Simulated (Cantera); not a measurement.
# Thermodynamics of silicon nitride deposition, feed Si2Cl6 + NH3 + N2

Charge: 1 mol Si2Cl6, 3.7 mol NH3, 1.8 mol N2.

These are equilibrium values from Cantera (NASA tables, ideal gas, pure condensed phases), not measurements of a reactor. Candidate condensed phases: NH4Cl, Si, Si3N4; 28 gas species. The feed counts by its element totals alone. The tables' values for SiCl3 are old estimates. Kinetics and transport are ignored.

Stable condensed phases:

```
T in K \ P in Pa
              5     17     59    210    710   2400   8400  29000 100000
   2073       A      A      A      A      A      A      A      B      B
   1973       A      A      A      A      A      A      A      A      C
   1873       A      A      A      A      A      A      A      C      C
   1773       A      A      A      A      A      A      C      C      C
   1673       A      A      A      A      C      C      C      C      C
   1573       A      A      A      C      C      C      C      C      C
   1473       A      C      C      C      C      C      C      C      C
   1373       C      C      C      C      C      C      C      C      C
   1273       C      C      C      C      C      C      C      C      C
   1173       C      C      C      C      C      C      C      C      C
```

A: gas only; B: Si; C: Si3N4.
